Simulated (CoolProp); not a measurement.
Properties of chloromethane (R40) at several states.

Model: reference Helmholtz-energy equation of state, Thol 2014, in CoolProp.

```
T (°C)  p (kPa)   phase  isothermal compressibility (1/MPa)  fugacity coefficient
------  -------  ------  ----------------------------------  --------------------
209.75      326     gas                               3.101                0.9893
223.15      527     gas                               1.928                0.9843
120.65      695     gas                                   …                     …
205.25      204     gas                               4.936                0.9931
121.35     12.9     gas                               77.58                0.9992
108.35    14500  liquid                                   …                     …
```

Question: Fill in the missing entries.

Answer: 
- 120.65, isothermal compressibility (1/MPa): 1.511
- 120.65, fugacity coefficient: 0.9551
- 108.35, isothermal compressibility (1/MPa): 0.005997
- 108.35, fugacity coefficient: 0.2407
